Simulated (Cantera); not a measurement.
An isothermal plug-flow reactor at 673 K and 1.00 bar (inlet), inlet velocity 0.46 m/s, active area per volume 5600 1/m; feed CO : O₂ : N₂ : H₂O = 0.021 : 0.11 : 0.79 : 0.064 (molar parts).

Computed with Cantera and Deutschmann's 1995 Pt surface mechanism with GRI-Mech 3.0 gas chemistry. Catalytic surfaces can have several steady states; this one follows from the mechanism file's or the stated starting coverage. Mass transfer to the wall is taken as infinitely fast.

Problem. What does this change do: temperature 673 to 475 K?

Solution. 
```
quantity                before    after
---------------------  -------  -------
x(CO) at z = 0.012 m   0.00129   0.0213
x(O₂) at z = 0.012 m     0.103    0.112
x(H₂O) at z = 0.012 m   0.0656   0.0650
x(CO₂) at z = 0.012 m   0.0202  1.48e-5
θ(O*) at the exit        0.991  0.00336
```

Problem. What does this change do: temperature 673 to 575 K?

Solution. 
```json
[
 {"quantity": "x(CO) at z = 0.012 m", "before": "0.00129", "after": "0.0170"},
 {"quantity": "x(O₂) at z = 0.012 m", "before": "0.103", "after": "0.110"},
 {"quantity": "x(H₂O) at z = 0.012 m", "before": "0.0656", "after": "0.0651"},
 {"quantity": "x(CO₂) at z = 0.012 m", "before": "0.0202", "after": "0.00432"},
 {"quantity": "θ(free Pt) at the exit", "before": "0.00490", "after": "0.00421"},
 {"quantity": "θ(O*) at the exit", "before": "0.991", "after": "0.00953"}
]
```
